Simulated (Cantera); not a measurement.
Input (Python, Cantera):

```python
import numpy as np
import cantera as ct

surf = ct.Interface("ptcombust.yaml", "Pt_surf")
gas = surf.adjacent["gas"]
gas.TPX = 1200, 100000, {'CH4': 0.029, 'O2': 0.013, 'N2': 0.79}
surf.TP = 1200, 100000
reactor = ct.FlowReactor(gas, clone=False)
reactor.area = 0.0001  # m2
reactor.surface_area_to_volume_ratio = 630  # 1/m
reactor.mass_flow_rate = 3.9 * reactor.area * gas.density  # inlet velocity 3.9 m/s
reactor.energy_enabled = False
wall = ct.ReactorSurface(surf, reactor, clone=False)
net = ct.ReactorNet([reactor])
net.rtol, net.atol = 1e-8, 1e-16
show, cover = ['CH4', 'O2', 'H2O', 'CO2', 'CO'], ['PT(S)', 'H(S)', 'O(S)', 'OH(S)', 'CO(S)', 'C(S)']

rows = []
print(f"{'z/m':>9s}{'u/(m/s)':>9s}" + "".join(f"{s:>13s}" for s in show + cover))
for z in [0.0001, 0.0002, 0.00038, 0.00074, 0.0014, 0.0028, 0.0053, 0.01]:
    net.advance(z)
    rows.append([reactor.speed, *gas[show].X, *surf[cover].coverages])
    print(f"{z:9.4g}{rows[-1][0]:9.3g}" + "".join(f"{x:13.4e}" for x in rows[-1][1:]))
```

Output:

```
      z/m  u/(m/s)          CH4           O2          H2O          CO2           CO        PT(S)         H(S)         O(S)        OH(S)        CO(S)         C(S)
   0.0001      3.9   3.3255e-02   1.3688e-02   2.2766e-03   2.2331e-06   1.5564e-03   9.3783e-01   1.6924e-03   3.4015e-05   1.7890e-05   7.0137e-03   5.3410e-02
   0.0002     3.91   3.1840e-02   1.2096e-02   4.0460e-03   5.0363e-06   2.9282e-03   9.0665e-01   2.0512e-03   2.0171e-05   1.2906e-05   1.1483e-02   7.9782e-02
  0.00038     3.92   2.9680e-02   9.8808e-03   6.3190e-03   9.2852e-06   5.0143e-03   8.5306e-01   2.5181e-03   1.0219e-05   8.3798e-06   1.6800e-02   1.2760e-01
  0.00074     3.93   2.6481e-02   7.0554e-03   8.7785e-03   1.4387e-05   8.0894e-03   7.5554e-01   3.0555e-03   3.9902e-06   4.6046e-06   2.0848e-02   2.2054e-01
   0.0014     3.95   2.2966e-02   4.5378e-03   1.0311e-02   1.7938e-05   1.1452e-02   6.1105e-01   3.3890e-03   1.2783e-06   2.2525e-06   1.9119e-02   3.6644e-01
   0.0028     3.97   1.9683e-02   2.6970e-03   1.0723e-02   1.9502e-05   1.4577e-02   4.2275e-01   3.2994e-03   3.0593e-07   9.2951e-07   1.1588e-02   5.6236e-01
   0.0053     3.98   1.7658e-02   1.7848e-03   1.0533e-02   1.9840e-05   1.6499e-02   2.7563e-01   2.9008e-03   8.0608e-08   4.0708e-07   5.5618e-03   7.1591e-01
     0.01     3.99   1.6400e-02   1.2955e-03   1.0261e-02   1.9901e-05   1.7689e-02   1.7652e-01   2.4399e-03   2.3493e-08   1.8858e-07   2.4423e-03   8.1860e-01
```

Computed with Cantera and Deutschmann's 1995 Pt surface mechanism with GRI-Mech 3.0 gas chemistry. Catalytic surfaces can have several steady states; this one follows from the mechanism file's or the stated starting coverage. Mass transfer to the wall is taken as infinitely fast.
